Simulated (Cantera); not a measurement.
Ignition delay

Mixture: 9.23 % CO, 6.46 % H2, 19.6 % O2, 64.7 % N2, equivalence ratio 0.40, at 0.330 bar, adiabatic and at constant volume. Ignition delay is the time to a rise of 400 K.

Detailed kinetics in Cantera: GRI-Mech 3.0 (53 species, 325 reactions). Where the delays flatten at high temperature, the 400 K rule measures the pace of heat release, not the induction time.

```tsv
T0 (K)	delay (ms)
1225	0.235
1325	0.203
1425	0.197
1525	0.210
1625	0.239
1725	0.281
1825	0.337
1925	0.407
2025	0.492
2125	0.597
```
